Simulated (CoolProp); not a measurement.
A simple Rankine cycle with neopentane: condensing at 303.15 K, boiler at 1.19 MPa, turbine inlet 416.4 K, turbine efficiency 0.6, pump efficiency 0.7, no recuperator. Each further row changes one setting.

Computed with CoolProp (reference Helmholtz-energy equation of state, Lemmon 2006). It is a short technical equation, of lower accuracy than the large ones.

| case | thermal efficiency (%) | net work (kJ/kg) | heat in (kJ/kg) | turbine exit temperature (K) | volume ratio over the turbine |
|---|---|---|---|---|---|
| as stated | 8.3 | 41.9 | 503 | 386.2 | 6.37 |
| turbine inlet 436.4 K | 8.1 | 44.9 | 552 | 407.2 | 6.24 |
| condensing temperature 295.15 K | 9.2 | 48.1 | 522 | 382.7 | 8.19 |
| boiler pressure 0.833 MPa | 6.9 | 35.2 | 513 | 393.8 | 4.28 |
| turbine efficiency 0.5 | 6.9 | 34.5 | 503 | 389.6 | 6.44 |
